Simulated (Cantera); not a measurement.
A perfectly stirred reactor is fed with CH4 : H2 = 1 : 1.5 (molar parts), at 1.01 bar; it is held at 1975 K, and followed from long to short residence time.

Model: GRI-Mech 3.0 (53 species, 325 reactions), integrated in Cantera. GRI-Mech 3.0 stops at C3 and has no aromatics, soot or wall deposition, so with more carbon than oxygen in the feed, carbon stays in small species such as C2H2 where larger ones or solid carbon would form.

### Question
What does this change do: pressure from 1.01 bar to 0.0220 bar?

### Answer
| quantity | before | after |
|---|---|---|
| x(CH4) at τ = 0.530 s | 0.00901 | 0.0133 |
| x(H2) at τ = 0.530 s | 0.850 | 0.843 |
| x(C2H4) at τ = 0.530 s | 0.000929 | 8.32e-5 |
| x(C2H2) at τ = 0.530 s | 0.139 | 0.137 |
| x(CH3) at τ = 0.530 s | 0.000262 | 0.00160 |
| x(CH4) at τ = 22.0 ms | 0.0362 | 0.0953 |
| x(H2) at τ = 22.0 ms | 0.832 | 0.788 |
| x(C2H4) at τ = 22.0 ms | 0.001000 | 0.00168 |
| x(C2H2) at τ = 22.0 ms | 0.129 | 0.104 |
| x(CH3) at τ = 22.0 ms | 0.00102 | 0.00735 |
Radical loss at walls, strong at low pressure, is not modelled.
